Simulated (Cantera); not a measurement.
An isothermal, constant-pressure homogeneous reactor starts with NO : N2 = 1 : 0.95 (molar parts), at 2075 K and 27.0 Torr. Integrator tolerance rtol = 1e-08.

Computed with Cantera and GRI-Mech 3.0 (53 species, 325 reactions). Radical loss at walls, strong at low pressure, is not modelled.

Q: What does this change do: pressure from 27.0 Torr to 0.350 bar?

A: 
| quantity | before | after |
|---|---|---|
| x(NO) at 1.00 s | 0.404 (gas-phase equilibrium 0.00989) | 0.143 (gas-phase equilibrium 0.00992) |
| x(O2) at 1.00 s | 0.0534 (gas-phase equilibrium 0.250) | 0.184 (gas-phase equilibrium 0.251) |
| x(NO2) at 1.00 s | 5.81e-5 (gas-phase equilibrium 3.12e-6) | 0.000121 (gas-phase equilibrium 9.79e-6) |
| x(N2) at 1.00 s | 0.541 (gas-phase equilibrium 0.737) | 0.672 (gas-phase equilibrium 0.738) |
| x(N2O) at 1.00 s | 5.44e-5 (gas-phase equilibrium 1.02e-7) | 8.32e-6 (gas-phase equilibrium 3.18e-7) |
| x(O) at 1.00 s | 0.00160 (gas-phase equilibrium 0.00309) | 0.000860 (gas-phase equilibrium 0.000993) |

Q: What does this change do: NO 1 to 1.6 parts?

A: 
```json
[
 {"quantity": "x(NO) at 1.00 s", "before": "0.404 (gas-phase equilibrium 0.00989)", "after": "0.475 (gas-phase equilibrium 0.0105)"},
 {"quantity": "x(O2) at 1.00 s", "before": "0.0534 (gas-phase equilibrium 0.250)", "after": "0.0751 (gas-phase equilibrium 0.306)"},
 {"quantity": "x(NO2) at 1.00 s", "before": "5.81e-5 (gas-phase equilibrium 3.12e-6)", "after": "8.04e-5 (gas-phase equilibrium 3.68e-6)"},
 {"quantity": "x(N2) at 1.00 s", "before": "0.541 (gas-phase equilibrium 0.737)", "after": "0.448 (gas-phase equilibrium 0.680)"},
 {"quantity": "x(N2O) at 1.00 s", "before": "5.44e-5 (gas-phase equilibrium 1.02e-7)", "after": "7.11e-5 (gas-phase equilibrium 1.04e-7)"},
 {"quantity": "x(O) at 1.00 s", "before": "0.00160 (gas-phase equilibrium 0.00309)", "after": "0.00187 (gas-phase equilibrium 0.00342)"}
]
```
